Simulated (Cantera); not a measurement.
Charge: 1 mol Mg(OH)2, 0.49 mol C, 3 mol O2, held at 1400 K and 0.0133 bar.

Cantera equilibrium calculation (NASA polynomials, part measured and part estimated; ideal gas, pure solids and liquids). Candidate condensed phases: C, C6H6, C7H8, C8H18, H2O, Mg, MgCO3, MgO, Mg(OH)2; 116 gas species. Kinetics and transport are ignored.

Base state: O2 0.627, H2O 0.250, CO2 0.122, OH 0.000188 (mole fractions); condensed: MgO(s).

Q: What changes in the equilibrium state with this change: 1.7 mol CH4 added?

A: 
| species | before | after |
|---|---|---|
| H2O | 0.250 | 0.523 |
| CO2 | 0.122 | 0.207 |
| H2 | 1.23e-6 | 0.145 |
| O2 | 0.627 | <1e-9 |
| CO | 1.31e-6 | 0.125 |
| H | 4.68e-8 | 1.60e-5 |
| OH | 0.000188 | 1.15e-6 |
| MgO(s), mol | 1.00 | 1.00 |

Q: What changes in the equilibrium state with this change: Mg(OH)2 replaced by MgCO3?

A: 
```
species        before  after
-----------  --------  -----
O2              0.627  0.627
CO2             0.122  0.372
H2O             0.250      0
OH           0.000188      0
MgO(s), mol      1.00   1.00
```
